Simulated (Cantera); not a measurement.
# Equilibrium for abatement and gas-phase synthesis: NF₃ + H₂

Charge: 1 mol NF₃, a varied amount of H₂, equilibrated at 3275 K and 101000 Pa.

Equilibrium computed with Cantera from the NASA thermochemical tables; the gas is ideal and each condensed phase is pure. Equilibrium is a limit: real reactors are often held back by kinetics, nucleation or transport.

| n(H₂) (mol) | x HF | x F | x H₂ | x H | x N₂ | x N | x F₂ |
|---|---|---|---|---|---|---|---|
| 0.6 | 0.342 | 0.515 | 4.88e-6 | 0.000752 | 0.143 | 2.66e-5 | 2.32e-5 |
| 0.82 | 0.467 | 0.389 | 1.59e-5 | 0.00136 | 0.143 | 2.65e-5 | 1.33e-5 |
| 1.1 | 0.623 | 0.231 | 8.06e-5 | 0.00306 | 0.142 | 2.65e-5 | 4.68e-6 |
| 1.5 | 0.795 | 0.0359 | 0.00542 | 0.0251 | 0.138 | 2.62e-5 | 1.13e-7 |
| 2 | 0.703 | 0.00849 | 0.0759 | 0.0938 | 0.119 | 2.42e-5 | 6.31e-9 |
| 2.8 | 0.574 | 0.00449 | 0.181 | 0.145 | 0.0964 | 2.18e-5 | 1.77e-9 |
| 3.8 | 0.467 | 0.00298 | 0.273 | 0.178 | 0.0784 | 1.97e-5 | 7.76e-10 |
| 5.1 | 0.377 | 0.00211 | 0.355 | 0.203 | 0.0632 | 1.77e-5 | 3.89e-10 |
| 7 | 0.294 | 0.00149 | 0.431 | 0.224 | 0.0493 | 1.56e-5 | 1.95e-10 |
| 9.4 | 0.231 | 0.00109 | 0.491 | 0.239 | 0.0386 | 1.38e-5 | 1.05e-10 |
x: gas mole fraction; nothing condenses.

From 0.6 mol H₂ to 9.4 mol H₂ nothing is condensed.
